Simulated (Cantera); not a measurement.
An isothermal, constant-pressure homogeneous reactor starts with N₂O : N₂ = 1 : 0.78 (molar parts), at 1100 K and 1.80 bar. Integrator tolerance rtol = 1e-08.

Model: GRI-Mech 3.0 (53 species, 325 reactions), integrated in Cantera. GRI-Mech 3.0 was tuned for natural gas; its chemistry of N2O as a main component is partial and can be far from experiment. The mechanism lacks the step 2 NO + O2 → 2 NO2, which can matter for NO2 below about 1400 K. The temperature is held fixed by assumption; the heat of reaction is taken as removed at once.

Q: What does this change do: temperature 1100 to 1200 K?

A: 
```tsv
quantity	before	after
x(N₂O) at 5.00 s	0.293 (gas-phase equilibrium 8.72e-9)	0.0177 (gas-phase equilibrium 1.87e-8)
x(N₂) at 5.00 s	0.596 (gas-phase equilibrium 0.781)	0.755 (gas-phase equilibrium 0.781)
x(O) at 5.00 s	1.63e-7 (gas-phase equilibrium 8.77e-10)	9.93e-8 (gas-phase equilibrium 8.80e-9)
x(NO₂) at 5.00 s	0.000294 (gas-phase equilibrium 3.40e-6)	0.000592 (gas-phase equilibrium 4.62e-6)
x(NO) at 5.00 s	0.0120 (gas-phase equilibrium 8.69e-5)	0.0290 (gas-phase equilibrium 0.000200)
```
